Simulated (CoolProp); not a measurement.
Properties of oxygen at several states.

Values from CoolProp's reference Helmholtz-energy equation of state, Schmidt 1985. Above 300 K oxygen's equation is extrapolated.

```csv
T (K),p (MPa),phase,expansivity (1/kK),conductivity (mW/(m K)),fugacity coefficient
162.9,4.46,gas,[?],22.3,0.7559
65.3,2.09,liquid,3.542,187,[?]
640.1,11.6,supercritical,[?],52.6,1.032
```

Q: What belongs in the gaps?

A: 
- 162.9, expansivity (1/kK): 20.16
- 65.3, fugacity coefficient: 0.001311
- 640.1, expansivity (1/kK): 1.577

Thermal conductivity comes from a separate model (Lemmon 2004).
